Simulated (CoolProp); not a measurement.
Vapour-liquid equilibrium of isobutene (1) + acetone (2) at 3.38 bar; x and y are mole fractions of (1).

Values from CoolProp's multi-fluid Helmholtz-energy mixture model, Lemmon 2005 and Lemmon 2006; pair parameters Bell 2016.

```
x     bubble temperature (°C)  y at the bubble point  dew temperature at overall composition x (°C)  liquid density (mol/L)
----  -----------------------  ---------------------  ---------------------------------------------  ----------------------
0.05                     82.9                  0.319                                           94.4                   12.14
0.15                     63.3                  0.647                                           90.4                   12.19
0.25                     51.6                  0.778                                           86.1                   12.08
0.35                     44.8                  0.839                                           81.3                   11.88
0.45                     40.5                  0.872                                           76.1                   11.64
0.55                     37.7                  0.894                                           70.1                   11.38
0.65                     35.5                  0.912                                           63.1                   11.13
0.75                     33.5                  0.930                                           54.5                   10.89
0.85                     31.6                  0.951                                           43.4                   10.68
0.95                     29.5                  0.981                                           31.7                   10.49
```

No azeotrope shows between x = 0.05 and 0.95.

The pair parameters rest on a limited set of measurements; away from them the model extrapolates.
